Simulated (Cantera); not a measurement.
Charge: 1 mol SiCl4, 0.73 mol Cl2, 0.35 mol H2, held at 1000 °C and 0.130 bar.

These are equilibrium values from Cantera (NASA tables, ideal gas, pure condensed phases), not measurements of a reactor. Candidate condensed phases: Si; 19 gas species. Kinetics and transport are ignored.

Base state: SiCl4 0.478, HCl 0.335, Cl2 0.176, Cl 0.0113 (mole fractions); condensed: gas only.

Question: What changes in the equilibrium state with this change: H2 from 0.35 to 0.56 mol?

Answer: 
| species | before | after |
|---|---|---|
| HCl | 0.335 | 0.487 |
| SiCl4 | 0.478 | 0.435 |
| Cl2 | 0.176 | 0.0704 |
| Cl | 0.0113 | 0.00715 |
